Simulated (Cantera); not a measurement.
Cantera run:

```python
import numpy as np
import cantera as ct

gas_names = """
    CL CL2 H HCL H2 Si SiCL SiCL2 SiCL3 SiCL4 SiH SiHCL3 SiH2 SiH2CL2 SiH3 SiH3CL SiH4 Si2 Si3
""".split()
cond_names = """
    Si(cr) Si(L)
""".split()


def load(file, names, dense=False):
    # The tables refer to 1 bar. Condensed volumes are neglected.
    table = {s.name: s for s in ct.Species.list_from_file(file)}
    out = []
    for n in names:
        d = dict(table[n].input_data)
        d["thermo"] = dict(d["thermo"], **{"reference-pressure": 1e5})
        if dense:
            d["equation-of-state"] = {"model": "constant-volume", "density": "1e6 g/cm^3"}
        out.append(ct.Species.from_dict(d))
    return out


gas = ct.Solution(thermo="ideal-gas", species=load("nasa_gas.yaml", gas_names))
cond = {s.name: ct.Solution(thermo="fixed-stoichiometry", species=[s], name=s.name)
        for s in load("nasa_condensed.yaml", cond_names, dense=True)}
atoms = {
    'Si': {'Si': 1},
    'HCl': {'H': 1, 'CL': 1},
    'H2': {'H': 2},
}
top_T = {}  # K; cautious upper limits of use, not melting points


def equilibrate(T, P, feed):
    n = {}
    for name, mol in feed.items():
        for a, k in atoms[name].items():
            n[a] = n.get(a, 0.0) + k * mol
    gas.TPX = T, P, n
    mass = sum(n.values()) * gas.mean_molecular_weight
    gas.equilibrate("TP")
    valid = [c for c in cond.values() if c.min_temp <= T <= top_T.get(c.name, c.max_temp)]
    mix = ct.Mixture([(gas, mass / gas.mean_molecular_weight)] + [(c, 0.0) for c in valid])
    mix.T, mix.P = T, P
    mix.equilibrate("TP", solver="gibbs", rtol=1e-10, max_steps=50000)
    return mix


results = []
feed = {'Si': 1, 'HCl': 2.7, 'H2': 9.2}  # mol
P = 13000  # Pa
for T in [500, 600, 700, 800, 900, 1000, 1100, 1200, 1300, 1400, 1500, 1600, 1700]:
    mix = equilibrate(T, P, feed)
    results.append((T, P, feed, dict(zip(mix.species_names, mix.species_moles))))

top = {s: max(r[3][s] / sum(r[3][g] for g in gas_names) for r in results) for s in gas_names}
cols = sorted((s for s in top if top[s] > 0.0001), key=lambda s: -top[s])[:8]
seen = [c for c in cond_names if any(r[3].get(c, 0) > 1e-12 for r in results)]
print("log10 of partial pressures in bar; condensed amounts in mol")
print(f"{'T/K':>10s}" + "".join(f"{s[:9]:>10s}" for s in cols + seen))
for T, P, feed, n in results:
    ng = sum(n[g] for g in gas_names)
    print(f"{T:10.4g}" + "".join(f"{np.log10(max(n[s] / ng * P / 1e5, 1e-99)):10.3f}" for s in cols)
          + "".join(f"{n.get(c, 0):10.4g}" for c in seen))
```

Output:

```
log10 of partial pressures in bar; condensed amounts in mol
       T/K        H2       HCL     SiCL2     SiCL4    SiHCL3     SiCL3   SiH2CL2         H    Si(cr)     Si(L)
       500    -0.916    -6.434   -12.597    -2.250    -2.530    -9.438    -4.273   -20.616    0.2593         0
       600    -0.916    -5.173    -9.785    -2.244    -2.548    -7.588    -4.152   -16.793    0.2613         0
       700    -0.916    -4.277    -7.785    -2.239    -2.567    -6.271    -4.077   -14.055    0.2643         0
       800    -0.916    -3.610    -6.293    -2.237    -2.586    -5.288    -4.029   -11.996    0.2704         0
       900    -0.918    -3.097    -5.143    -2.242    -2.610    -4.532    -4.000   -10.391     0.284         0
      1000    -0.921    -2.694    -4.236    -2.264    -2.643    -3.942    -3.989    -9.105    0.3101         0
      1100    -0.927    -2.377    -3.518    -2.320    -2.701    -3.491    -4.004    -8.051    0.3484         0
      1200    -0.937    -2.135    -2.961    -2.443    -2.810    -3.174    -4.060    -7.173    0.3851         0
      1300    -0.949    -1.969    -2.564    -2.690    -3.011    -3.014    -4.183    -6.431    0.3961         0
      1400    -0.959    -1.880    -2.330    -3.109    -3.339    -3.034    -4.391    -5.792    0.3787         0
      1500    -0.964    -1.846    -2.221    -3.655    -3.758    -3.189    -4.659    -5.236    0.3563         0
      1600    -0.966    -1.839    -2.174    -4.224    -4.191    -3.395    -4.936    -4.747    0.3389         0
      1700    -0.966    -1.837    -2.153    -4.755    -4.598    -3.601    -5.199    -4.315         0    0.3295
```

Method: chemical equilibrium by Gibbs-energy minimisation in Cantera with the NASA 1993 tables (ideal gas, pure condensed phases). The tables' values for SiCl3, SiCl are old estimates; treat these amounts as uncertain. Gases not in the tables: Si2H6 and higher silanes.
